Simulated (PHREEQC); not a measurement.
A solution holds 4 mol MgCl2 and 0.065 mol SrCl2 per kg of water, at 25 °C. Closed to the air; pH follows from the charge balance.

Computed with PHREEQC (Pitzer model, pitzer.dat).

No solid was allowed to form.

Problem. Predict the activity of water, osmotic coefficient.

Solution. activity of water 0.568; osmotic coefficient 2.577.

Complexes and solids missing from the database can't appear.
